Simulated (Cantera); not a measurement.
Input: 1 mol SiC, 0.0084 mol O2, 150 mol H2, held at 1927 °C.

Cantera equilibrium calculation (NASA polynomials, part measured and part estimated; ideal gas, pure solids and liquids). Candidate condensed phases: C, C6H6, C7H8, C8H18, H2O, Si, SiC, SiO2; 123 gas species. Gases not in the tables: Si2H6 and higher silanes. The numbers say what is thermodynamically allowed, not how fast it happens.

**Question.** What share of the Si ends up in condensed phases as a function of P (Pa), at 0.100, 2.50, 63, 1600, 40000, 1000000?

**Answer.** 
```csv
P (Pa),Si condensed (%),as
0.100,0.0,-
2.50,0.0,-
63,0.0,-
1600,40.8,SiC(s)
40000,91.0,SiC(s)
1000000,93.5,SiC(s)
```
